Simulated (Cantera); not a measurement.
Feed: 1 mol BN, 0.72 mol O2, 13 mol H2, at 1125 K and 0.170 bar.

These are equilibrium values from Cantera (NASA tables, ideal gas, pure condensed phases), not measurements of a reactor. Candidate condensed phases: B, BN, B2O3, B3O3H3, H2O; 39 gas species. Mutual solubility and eutectic melting of coexisting phases are not modelled. Gases not in the tables: H3BO3. The numbers say what is thermodynamically allowed, not how fast it happens.

Base state: H2 0.963, N2 0.0351, H2O 0.00161, HBO2 2.58e-5 (mole fractions); condensed: BN(s) + B2O3(l).

Problem. What changes in the equilibrium state with this change: temperature from 1125 K to 1598 K?

Solution. 
```
species        before     after
------------  -------  --------
H2              0.963     0.955
N2             0.0351    0.0348
HBO2          2.58e-5   0.00475
HBO           3.73e-7   0.00340
B2O3          3.92e-9  0.000832
B2O2            <1e-9   7.03e-5
BO              <1e-9   1.02e-5
BN(s), mol     0.0546    0.0570
B2O3(l), mol    0.473     0.404
```
